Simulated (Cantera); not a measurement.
Input: 1 mol Al(CH3)3, 5.1 mol N2O, 610 mol N2, held at 1998 K and 1.05 Torr.

Method: chemical equilibrium by Gibbs-energy minimisation in Cantera with the NASA 1993 tables (ideal gas, pure condensed phases). Candidate condensed phases: Al, AlN, Al2O3, C, C6H6, C7H8, C8H18, H2O; 148 gas species. The feed counts by its element totals alone. Equilibrium is a limit: real reactors are often held back by kinetics, nucleation or transport.

Base state: N2 0.986, H2 0.00496, CO 0.00466, H 0.00302, H2O 0.000727, CO2 0.000149, OH 4.40e-5, NO 2.07e-5 (mole fractions); condensed: Al2O3(s).

Task: What changes in the equilibrium state with this change: N2O from 5.1 to 0.62 mol?

Result: 
```csv
species,before,after
N2,0.986,0.988
H2,0.00496,0.00518
H,0.00302,0.00309
CO,0.00466,0.00100
Al,4.77e-7,0.00162
HCN,<1e-9,0.00105
H2O,0.000727,<1e-9
CO2,0.000149,<1e-9
"Al2O3(s), mol",0.500,0
"C(graphite), mol",0,1.68
```

Task: What changes in the equilibrium state with this change: N2O from 5.1 to 14 mol?

Result: 
| species | before | after |
|---|---|---|
| N2 | 0.986 | 0.983 |
| H2O | 0.000727 | 0.00525 |
| CO2 | 0.000149 | 0.00273 |
| H2 | 0.00496 | 0.000839 |
| O2 | 1.24e-6 | 0.00225 |
| O | 1.96e-5 | 0.000836 |
| NO | 2.07e-5 | 0.000881 |
| Al2O3(s), mol | 0.500 | 0.500 |

Task: What changes in the equilibrium state with this change: pressure from 1.05 Torr to 7.50 Torr?

Result: 
```csv
species,before,after
N2,0.986,0.987
H2,0.00496,0.00581
CO,0.00466,0.00468
H,0.00302,0.00122
O,1.96e-5,2.57e-6
NO,2.07e-5,7.25e-6
OH,4.40e-5,1.67e-5
H2O,0.000727,0.000796
CO2,0.000149,0.000140
"Al2O3(s), mol",0.500,0.500
```
